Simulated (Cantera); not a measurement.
A freely propagating, adiabatic, planar premixed flame of H₂ : O₂ : N₂ = 1 : 0.8 : 2.41 (molar parts), unburnt at 375 K and 10.0 bar; mixture-averaged transport, grid criteria slope 0.08 and curve 0.16, no radiation.

Detailed kinetics in Cantera: the H2/O2 subset of GRI-Mech 3.0, which has no nitrogen chemistry. The hydrogen kinetics of GRI-Mech 3.0 are dated; newer H2 mechanisms differ, most at raised pressure. Burning velocities carry a grid error of a few per cent, more on coarse grids. Lean hydrogen flames are cellular in practice and burn faster than this planar one.

x: mole fraction of selected species; z is measured from the peak of heat release.

```tsv
z (mm)	T (K)	u (m/s)	x H₂	x O₂	x H₂O₂	x H	x O	x OH
-0.102	375	0.822	0.235	0.191	5.82e-8	<1e-8	<1e-8	<1e-8
-0.0681	379	0.822	0.226	0.193	9.18e-7	<1e-8	<1e-8	<1e-8
-0.0511	390	0.832	0.212	0.196	5.28e-6	<1e-8	<1e-8	<1e-8
-0.0341	445	0.919	0.180	0.201	4.21e-5	<1e-8	5.13e-8	<1e-8
-0.0170	766	1.51	0.114	0.192	0.000302	4.14e-6	8.42e-6	?
-0.00851	1151	2.23	0.0735	0.166	0.000337	0.000312	0.000211	?
0	1542	2.98	0.0380	0.131	2.84e-5	0.00167	0.00134	?
0.00851	1787	3.46	0.0168	0.106	5.59e-6	0.00224	0.00238	?
0.0170	1915	3.71	0.00790	0.0938	3.74e-6	0.00164	0.00238	0.00721
0.0341	2020	3.90	0.00279	0.0880	2.20e-6	0.000583	0.00142	0.00679
0.0681	2073	4.00	0.000815	0.0870	1.14e-6	0.000107	0.000495	?
0.136	2090	4.03	0.000254	0.0872	6.92e-7	2.19e-5	0.000183	?
0.272	2093	4.04	0.000164	0.0873	6.08e-7	1.25e-5	0.000129	?
```

Q: What belongs in the gaps?

A: 
- -0.0170, x OH: 1.09e-5
- -0.00851, x OH: 0.000391
- 0, x OH: 0.00230
- 0.00851, x OH: 0.00543
- 0.0681, x OH: 0.00440
- 0.136, x OH: 0.00276
- 0.272, x OH: 0.00234
